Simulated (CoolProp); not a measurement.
Values from CoolProp's reference Helmholtz-energy equation of state, Lemmon 2006. It is a short technical equation, of lower accuracy than the large ones.

Problem. Give the vapour pressure (bar), vapour density (kg/m³), liquid cp (kJ/(kg K)), surface tension (mN/m) of saturated isopentane at 302.4 K.

Solution. 
| T (K) | p (bar) | vapour density (kg/m³) | liquid cp (kJ/(kg K)) | surface tension (mN/m) |
|---|---|---|---|---|
| 302.4 | 1.06 | 3.20 | 2.30 | 14.0 |

Surface tension comes from a separate correlation (Mulero 2012).
